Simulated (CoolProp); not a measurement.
R404A along the isotherm 397 K: Z from the reference equation and from simpler models built on Tc = 345.3 K, pc = 3735 kPa, ω = 0.293; each cubic takes its own stable root.

Model: reference Helmholtz-energy equation of state, Lemmon 2003, in CoolProp. It is a pseudo-pure fit of the blend.

```json
[
 {"p (kPa)": "4670", "phase": "supercritical", "reference": "0.6869"},
 {"p (kPa)": "9340", "phase": "supercritical", "reference": "0.4762"},
 {"p (kPa)": "14000", "phase": "supercritical", "reference": "0.5482"},
 {"p (kPa)": "18700", "phase": "supercritical", "reference": "0.6573"},
 {"p (kPa)": "23300", "phase": "supercritical", "reference": "0.7681"},
 {"p (kPa)": "28000", "phase": "supercritical", "reference": "0.8810"},
 {"p (kPa)": "32700", "phase": "supercritical", "reference": "0.9926"},
 {"p (kPa)": "37300", "phase": "supercritical", "reference": "1.100"}
]
```

Question: How far does each simpler model (van der Waals, Redlich-Kwong) lie from the reference over these 8 states: mean and median of the absolute difference, and the worst?

Answer: 
- van der Waals: mean 27.0 %, median 32.1 %, worst +36.3 % at 397 K and 37300 kPa
- Redlich-Kwong: mean 7.8 %, median 8.3 %, worst +10.1 % at 397 K and 14000 kPa
